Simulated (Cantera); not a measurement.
Charge: 1 mol Al₂O₃, 1200 mol H₂, 13 mol N₂, held at 26.0 Pa.

Equilibrium computed with Cantera from the NASA thermochemical tables; the gas is ideal and each condensed phase is pure. Candidate condensed phases: Al, AlN, Al₂O₃, H₂O; 35 gas species. Rates play no part. All values below are at 900 K.

Base state: H₂ 0.989, N₂ 0.0107 (mole fractions); condensed: Al₂O₃(s).

Question: What changes in the equilibrium state with this change: Al₂O₃ replaced by CuO?

Answer: 
```tsv
species	before	after
H₂	0.989	0.988
N₂	0.0107	0.0107
H₂O	2.04e-9	0.000824
Al₂O₃(s), mol	1.000	0
Cu(s), mol	0	1.000
```
Further candidate phases: Cu, CuO, Cu(OH)₂, Cu₂O.
